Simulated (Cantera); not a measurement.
## Adiabatic ignition

An adiabatic, constant-pressure homogeneous reactor starts with CH4 : C2H6 : C3H8 : O2 : N2 = 1 : 0.072 : 1.3 : 10.1 : 37.8 (molar parts), equivalence ratio 0.87, at 1798 K and 4.93 atm.

Model: GRI-Mech 3.0 (53 species, 325 reactions), integrated in Cantera. GRI-Mech 3.0 was tuned for natural gas; its chemistry of propane as a main component is partial and can be far from experiment.

```
t (s)     T (K)    x CH4  x C2H6  x C3H8    x HCO    x OH    x N2O      x O
--------  -----  -------  ------  ------  -------  ------  -------  -------
5.00e-6    2536  1.13e-7  <1e-12  <1e-12  6.26e-7  0.0230  6.26e-7   0.0167
1.21e-5    2803   <1e-12  <1e-12  <1e-12  1.60e-7  0.0249  1.07e-6   0.0132
2.92e-5    2942   <1e-12  <1e-12  <1e-12  9.61e-8  0.0229  1.66e-6  0.00905
7.07e-5    2953   <1e-12  <1e-12  <1e-12  9.13e-8  0.0223  1.75e-6  0.00844
0.000171   2946   <1e-12  <1e-12  <1e-12  9.06e-8  0.0217  1.81e-6  0.00800
0.000414   2940   <1e-12  <1e-12  <1e-12  9.00e-8  0.0211  1.92e-6  0.00757
0.00100    2938   <1e-12  <1e-12  <1e-12  8.98e-8  0.0209  1.96e-6  0.00745
0.00242    2938   <1e-12  <1e-12  <1e-12  8.98e-8  0.0209  1.96e-6  0.00745
0.00585    2938   <1e-12  <1e-12  <1e-12  8.98e-8  0.0209  1.96e-6  0.00745
0.0141     2938   <1e-12  <1e-12  <1e-12  8.98e-8  0.0209  1.96e-6  0.00745
0.0342     2938   <1e-12  <1e-12  <1e-12  8.98e-8  0.0209  1.96e-6  0.00745
0.0827     2938   <1e-12  <1e-12  <1e-12  8.98e-8  0.0209  1.96e-6  0.00745
0.200      2938   <1e-12  <1e-12  <1e-12  8.98e-8  0.0209  1.96e-6  0.00745
```
x: mole fraction; the columns are a selection and need not sum to one.

- time of steepest temperature rise = 4.32 µs
- temperature at 0.200 s = 2938 K
- equilibrium temperature = 2938 K
- x(CH4) at 0.200 s = <1e-12 (gas-phase equilibrium <1e-12)
- x(C2H6) at 0.200 s = <1e-12 (gas-phase equilibrium <1e-12)
- x(C3H8) at 0.200 s = <1e-12 (gas-phase equilibrium <1e-12)
